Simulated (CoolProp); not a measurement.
The fluid at 298.15 K and 0.254 MPa flows at 1.5 m/s in a round tube of 4.6 mm bore and 0.25 µm roughness, fully developed (64/Re and Nu = 3.66 if laminar; Colebrook and Gnielinski if turbulent). The same conditions are run with several fluids, on thermodynamics alone (safety and materials aside).

Computed with CoolProp (reference Helmholtz-energy equation of state of each fluid (c-C4F8 (RC318): Platzer 1990; C2F6 (R116): Lemmon 2006; R404A: Lemmon 2003)). The equations of Platzer and Polt are older, rougher fits. Blends and air are pseudo-pure fits.

| fluid | Reynolds number | Darcy friction factor | pressure drop (Pa/m) | heat-transfer coefficient (W/(m² K)) | mass flow (kg/h) |
|---|---|---|---|---|---|
| c-C4F8 (RC318) | 14100 | 0.0283 | 154 | 104 | 2.00 |
| C2F6 (R116) | 7100 | 0.0339 | 121 | 73.0 | 1.30 |
| R404A | 5890 | 0.0358 | 91.4 | 59.1 | 0.938 |

Transport values come from each fluid's own correlations; those of c-C4F8 (RC318), C2F6 (R116) are estimates that may be off by 10 % or more.
